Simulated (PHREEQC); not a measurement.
**Nickel, zinc or cadmium bath: speciation**

Make-up at 25 °C: 0.0029 mol/kgw CdSO4, 0.00075 mol/kgw NaOH and 6.2e-05 mol/kgw H2SO4. Closed to the air; pH follows from the charge balance.

Equilibrium calculation in PHREEQC: ion-association model, wateq4f.dat.

No solid was allowed to form.

Estimate the pH, ionic strength.

pH 9.58; ionic strength 0.00901 mol/kgw.

In which forms is S present?

SO4-2 80 %, CdSO4 19 %, Cd(SO4)2-2 1.0 % of the S.

The solution is supersaturated, for example in Cd(OH)2, so a real one may precipitate; this is no full list.
